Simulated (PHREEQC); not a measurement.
Dissolve 0.63 mol HNO3, 0.068 mol FeCl3 and 0.00585 mol CuCl2 per kg of water at 25 °C. Closed to the air; pH follows from the charge balance.

Model: ion-association model, phreeqc.dat, run in PHREEQC.

The ionic strength comes out as 0.925 mol/kgw. What activity coefficients do NO3-, Fe2(OH)2+4, CuCl+, FeCl+2, H+ get?

NO3- 0.56, Fe2(OH)2+4 0.018, CuCl+ 0.61, FeCl+2 0.17, H+ 0.74.

Precipitation was switched off in this run. Saturation is exceeded, for instance for Hematite (slow to form); the values hold only as long as no solid forms. The ionic strength is past about 0.7 mol/kgw, beyond the range of this activity model, so the values are rough.
